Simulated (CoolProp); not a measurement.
trans-2-butene along the isobar 23.2 MPa: fugacity coefficient from the reference equation and from simpler models built on Tc = 155.5 °C, pc = 4.019 MPa, ω = 0.210; each cubic takes its own stable root.

The numbers come from the reference Helmholtz-energy equation of state, Lemmon 2005 in CoolProp. It is a short technical equation, of lower accuracy than the large ones.

```csv
T (°C),phase,reference
36.55,liquid,0.02993
63.45,liquid,0.05588
90.35,liquid,0.09263
117.25,liquid,0.1400
144.25,liquid,0.1969
171.15,supercritical,0.2606
198.05,supercritical,0.3288
224.95,supercritical,0.3987
251.85,supercritical,0.4679
```

### Question
How far does each simpler model (Redlich-Kwong, Soave-Redlich-Kwong) lie from the reference over these 9 states: mean and median of the absolute difference, and the worst?

### Answer
- Redlich-Kwong: mean 18.2 %, median 13.8 %, worst +48.8 % at 36.55 °C and 23.2 MPa
- Soave-Redlich-Kwong: mean 11.0 %, median 11.3 %, worst +11.7 % at 171.15 °C and 23.2 MPa
